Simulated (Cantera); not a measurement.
## Hydrocarbon pyrolysis for carbon deposition

An isothermal, constant-pressure homogeneous reactor starts with 11.2 % C₂H₆, 88.8 % N₂, at 1475 K and 0.132 atm.

Computed with Cantera and GRI-Mech 3.0 (53 species, 325 reactions). GRI-Mech 3.0 stops at C3 and has no aromatics, soot or wall deposition, so with more carbon than oxygen in the feed, carbon stays in small species such as C2H2 where larger ones or solid carbon would form.

```
t (s)      x C₂H₆   x C₂H₂    x CH₄    x HCN    x C₂H
--------  -------  -------  -------  -------  -------
0.000700   0.0527  0.00344   0.0149  7.42e-8  1.39e-8
0.00305   0.00326   0.0287   0.0329  1.14e-7  4.38e-8
0.0133    6.65e-5   0.0522   0.0332  1.15e-7  1.33e-8
0.0577    7.48e-6   0.0664   0.0327  1.14e-7  6.60e-9
0.251     6.61e-6   0.0775   0.0319  1.13e-7  8.00e-9
1.09      5.90e-6   0.0790   0.0298  1.13e-7  8.30e-9
4.75      3.75e-6   0.0817   0.0231  1.16e-7  8.97e-9
20.7      9.86e-7   0.0868   0.0106  1.28e-7  1.07e-8
90.0      2.22e-7   0.0895  0.00382  1.55e-7  1.21e-8
```
x: mole fraction; the columns are a selection and need not sum to one.

Equilibrium at this temperature and pressure: C₂H₆ 1.03e-7, C₂H₂ 0.0470, CH₄ 0.00246, HCN 0.0867, C₂H 6.37e-9 (gas phase only).
